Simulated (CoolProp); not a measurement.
A closed Brayton cycle with nitrogen: compressor inlet 310.15 K and 2.9 MPa, high pressure 8.87 MPa, turbine inlet 950 K, compressor efficiency 0.89, turbine efficiency 0.85, recuperator effectiveness 0 (on enthalpy, no pinch check). Each further row changes one setting.

Model: reference Helmholtz-energy equation of state, Span 2000, in CoolProp.

```json
[
 {"case": "as stated", "thermal efficiency (%)": "17.3", "net work (kJ/kg)": "98.6", "compressor to turbine work": "0.58", "compressor exit (K)": "442.7", "turbine exit (K)": "745.0"},
 {"case": "turbine inlet 900 K", "thermal efficiency (%)": "16.8", "net work (kJ/kg)": "85.9", "compressor to turbine work": "0.62", "compressor exit (K)": "442.7", "turbine exit (K)": "704.1"},
 {"case": "compressor inlet 320.15 K", "thermal efficiency (%)": "17.0", "net work (kJ/kg)": "94.0", "compressor to turbine work": "0.60", "compressor exit (K)": "456.8", "turbine exit (K)": "745.0"},
 {"case": "high pressure 7.54 MPa", "thermal efficiency (%)": "15.4", "net work (kJ/kg)": "91.3", "compressor to turbine work": "0.56", "compressor exit (K)": "420.7", "turbine exit (K)": "771.6"},
 {"case": "recuperator effectiveness 0.5", "thermal efficiency (%)": "24.4", "net work (kJ/kg)": "98.6", "compressor to turbine work": "0.58", "compressor exit (K)": "442.7", "turbine exit (K)": "745.0"}
]
```
